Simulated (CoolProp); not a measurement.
A closed Brayton cycle with carbon dioxide: compressor inlet 323.15 K and 9.3 MPa, high pressure 28.7 MPa, turbine inlet 735 K, compressor efficiency 0.89, turbine efficiency 0.93, recuperator effectiveness 0 (on enthalpy, no pinch check). Each further row changes one setting.

The numbers come from the reference Helmholtz-energy equation of state, Span 1996 in CoolProp.

| case | thermal efficiency (%) | net work (kJ/kg) | compressor to turbine work | compressor exit (K) | turbine exit (K) |
|---|---|---|---|---|---|
| as stated | 17.7 | 82.0 | 0.38 | 403.6 | 605.1 |
| turbine inlet 685 K | 17.7 | 70.7 | 0.41 | 403.6 | 560.0 |
| compressor inlet 333.15 K | 17.3 | 72.8 | 0.45 | 426.1 | 605.1 |
| high pressure 24.4 MPa | 15.5 | 73.9 | 0.36 | 391.8 | 623.3 |
| recuperator effectiveness 0.5 | 23.7 | 82.0 | 0.38 | 403.6 | 605.1 |
